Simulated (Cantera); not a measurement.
An isothermal, constant-pressure homogeneous reactor starts with 22.3 % CH4, 73.7 % H2, 4.02 % N2, at 1700 K and 0.00770 atm.

Cantera simulation using GRI-Mech 3.0 (53 species, 325 reactions); the numbers are that mechanism's predictions, not measurements. GRI-Mech 3.0 stops at C3 and has no aromatics, soot or wall deposition, so with more carbon than oxygen in the feed, carbon stays in small species such as C2H2 where larger ones or solid carbon would form. Radical loss at walls, strong at low pressure, is not modelled.

### Question
Predict: x(CH4) at 3.00 s; x(H2) at 3.00 s; x(CH2) at 3.00 s; x(C2H) at 3.00 s; x(C2H6) at 3.00 s; x(CH3) at 3.00 s; x(C2H4) at 3.00 s.

### Answer
```
Property                                             Result
-----------------  ----------------------------------------
x(CH4) at 3.00 s   0.00872 (gas-phase equilibrium 0.000228)
x(H2) at 3.00 s         0.869 (gas-phase equilibrium 0.874)
x(CH2) at 3.00 s    4.01e-7 (gas-phase equilibrium 1.54e-8)
x(C2H) at 3.00 s    7.55e-7 (gas-phase equilibrium 7.95e-7)
x(C2H6) at 3.00 s  3.12e-7 (gas-phase equilibrium 4.02e-10)
x(CH3) at 3.00 s   0.000273 (gas-phase equilibrium 8.29e-6)
x(C2H4) at 3.00 s   4.05e-5 (gas-phase equilibrium 2.61e-5)
```
